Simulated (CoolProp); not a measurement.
The numbers come from the reference Helmholtz-energy equation of state, Wu 2012 in CoolProp.

For fluoroethane (R161), give the phase and the cv (kJ/(kg K)), speed of sound (m/s), Joule-Thomson coefficient (K/MPa) at 24.35 °C and 0.101 MPa.


- 24.35 °C and 0.101 MPa: gas; cv 1.07, speed of sound 242, Joule-Thomson coefficient 21.4
